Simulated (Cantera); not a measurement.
What does this Cantera script print?

```python
import numpy as np
import cantera as ct

surf = ct.Interface("ptcombust.yaml", "Pt_surf")
gas = surf.adjacent["gas"]
gas.TPX = 1275, 34000, {'CH4': 0.0053, 'O2': 0.056, 'N2': 0.79}
surf.TP = 1275, 34000
reactor = ct.FlowReactor(gas, clone=False)
reactor.area = 0.0001  # m2
reactor.surface_area_to_volume_ratio = 210  # 1/m
reactor.mass_flow_rate = 0.087 * reactor.area * gas.density  # inlet velocity 0.087 m/s
reactor.energy_enabled = False
wall = ct.ReactorSurface(surf, reactor, clone=False)
net = ct.ReactorNet([reactor])
net.rtol, net.atol = 1e-8, 1e-16
show, cover = ['CH4', 'O2', 'H2O', 'CO2', 'CO'], ['PT(S)', 'H(S)', 'O(S)', 'OH(S)', 'CO(S)', 'C(S)']

rows = []
print(f"{'z/m':>9s}{'u/(m/s)':>9s}" + "".join(f"{s:>13s}" for s in show + cover))
for z in [0.00018, 0.00035, 0.00068, 0.0013, 0.0025, 0.0049, 0.0094, 0.018]:
    net.advance(z)
    rows.append([reactor.speed, *gas[show].X, *surf[cover].coverages])
    print(f"{z:9.4g}{rows[-1][0]:9.3g}" + "".join(f"{x:13.4e}" for x in rows[-1][1:]))
```

Output:

```
      z/m  u/(m/s)          CH4           O2          H2O          CO2           CO        PT(S)         H(S)         O(S)        OH(S)        CO(S)         C(S)
  0.00018    0.087   3.8577e-03   6.1168e-02   4.6327e-03   2.2857e-03   9.9181e-06   6.1635e-01   2.6133e-06   3.8323e-01   4.1625e-04   2.5718e-06   4.7702e-08
  0.00035    0.087   2.4114e-03   5.8383e-02   7.4302e-03   3.6636e-03   6.4693e-06   6.1858e-01   3.2764e-06   3.8090e-01   5.1697e-04   1.6473e-06   3.0249e-08
  0.00068    0.087   9.4118e-04   5.5534e-02   1.0294e-02   5.0686e-03   2.9489e-06   6.2094e-01   3.8568e-06   3.7845e-01   6.0243e-04   6.8282e-07   1.1988e-08
   0.0013    0.087   1.5377e-04   5.3911e-02   1.1917e-02   5.8791e-03   8.1809e-07   6.2236e-01   4.1592e-06   3.7699e-01   6.4573e-04   1.3750e-07   1.9766e-09
   0.0025    0.087   4.4376e-06   5.3521e-02   1.2309e-02   6.0936e-03   1.2614e-07   6.2273e-01   4.2309e-06   3.7661e-01   6.5582e-04   1.1629e-08   5.7176e-11
   0.0049    0.087   6.3675e-09   5.3442e-02   1.2378e-02   6.1443e-03   4.5521e-08   6.2283e-01   4.2442e-06   3.7651e-01   6.5762e-04   3.4029e-09   8.2109e-14
   0.0094    0.087   4.0000e-10   5.3389e-02   1.2418e-02   6.1796e-03   1.5171e-08   6.2290e-01   4.2521e-06   3.7644e-01   6.5865e-04   1.1336e-09   5.1647e-15
    0.018    0.087   2.0014e-10   5.3363e-02   1.2435e-02   6.1979e-03   3.6926e-09   6.2293e-01   4.2555e-06   3.7641e-01   6.5908e-04   2.7602e-10   2.5833e-15
```

Cantera simulation using Deutschmann's 1995 Pt surface mechanism with GRI-Mech 3.0 gas chemistry; the numbers are that mechanism's predictions, not measurements. Catalytic surfaces can have several steady states; this one follows from the mechanism file's or the stated starting coverage. Mass transfer to the wall is taken as infinitely fast.
